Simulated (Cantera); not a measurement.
Boron, boron nitride and boron oxide: B2O3 + H2 + N2

A closed system holds: 1 mol B2O3, 30 mol H2, 88 mol N2, at 0.128 Torr.

These are equilibrium values from Cantera (NASA tables, ideal gas, pure condensed phases), not measurements of a reactor. Candidate condensed phases: B, BN, B2O3, B3O3H3, H2O; 39 gas species. N2 is the only nitrogen source here; it is nearly inert below about 1500 K, so the nitride shown seldom forms there in practice. Mutual solubility and eutectic melting of coexisting phases are not modelled. The numbers say what is thermodynamically allowed, not how fast it happens.

```
T (°C)   x N2    x H2       x H      x BO    x HBO2    x B2O3     x H2O  n BN(s)  n B2O3(l)
------  -----  ------  --------  --------  --------  --------  --------  -------  ---------
850     0.746   0.254   1.65e-6   3.65e-9  0.000213   3.64e-6  0.000118   0.0172      0.978
1000    0.744   0.253   2.75e-5   1.75e-6   0.00177  0.000511  0.000109   0.0608      0.778
1150    0.739   0.248  0.000254   9.57e-5   0.00386   0.00445   9.88e-5        0          0
1300    0.739   0.247   0.00155  0.000554   0.00451   0.00364  0.000249        0          0
1450    0.736   0.243   0.00689   0.00205   0.00506   0.00269  0.000600        0          0
1600    0.729   0.231    0.0238   0.00496   0.00520   0.00160   0.00143        0          0
1750    0.712   0.204    0.0658   0.00843   0.00426  0.000693   0.00284        0          0
1900    0.681   0.154     0.145    0.0112   0.00247  0.000214   0.00383        0          0
2050    0.640  0.0896     0.250    0.0128  0.000789   4.09e-5   0.00247        0          0
```
x: gas mole fraction; n: condensed amount in mol.

From 850 °C to 1000 °C the condensed part is BN(s) + B2O3(l). From 1150 °C to 2050 °C nothing is condensed. The main B-bearing gas is HBO2 at 850 °C and BO at 2050 °C.
